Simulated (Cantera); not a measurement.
Charge: 1 mol SiF4, 0.52 mol N2, held at 1702 °C and 0.180 bar.

These are equilibrium values from Cantera (NASA tables, ideal gas, pure condensed phases), not measurements of a reactor. Candidate condensed phases: Si, Si3N4; 16 gas species. The tables' values for SiF3 are old estimates; treat these amounts as uncertain. Equilibrium is a limit: real reactors are often held back by kinetics, nucleation or transport.

Base state: SiF4 0.657, N2 0.342, F 0.000267, SiF3 0.000267 (mole fractions); condensed: gas only.

Problem. What changes in the equilibrium state with this change: SiF4 replaced by SiH4?

Solution. 
```
species       before     after
----------  --------  --------
H2                 0     0.791
N2             0.342     0.206
H                  0   0.00287
SiF4           0.657         0
Si             <1e-9  0.000180
F           0.000267         0
SiF3        0.000267         0
SiH2               0   7.27e-5
SiH                0   4.88e-5
Si2N           <1e-9   1.29e-5
Si(l), mol         0     0.999
```
Gases not in the tables: Si2H6 and higher silanes.
